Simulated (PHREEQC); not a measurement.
Synthetic water in mg/L, 20 °C, pH 3.92, pe 9.1: Na 318; K 128; Ca 230; Mg 48.7; Cl 253; S(6) as SO4 1170; B 1.28.

Cl is adjusted to close the charge balance.
Valence states are taken as typed.

Computed with PHREEQC (ion-association model, phreeqc.dat).

```tsv
quantity	before	after
ionic strength (mol/kgw)	0.0429	0.0816
SO4-2 (mol/kgw)	0.00950	0.0178
Ca+2 (mol/kgw)	0.00415	0.00769
CaSO4 (mol/kgw)	0.00160	0.00384
Mg+2 (mol/kgw)	0.00136	0.00248
MgSO4 (mol/kgw)	0.000645	0.00154
SI of Gypsum (CaSO4:2H2O)	-0.44	-0.06
SI of Halite (NaCl)	-5.67	-5.12
```

Q: Which change was made?
(A) all concentrations times 2 at the same typed pH
(B) Mg from 48.7 to 97.4 mg/L
(C) temperature from 20 to 5 °C at the same typed pH

A: A, all concentrations times 2 at the same typed pH

Precipitation was switched off in this run.
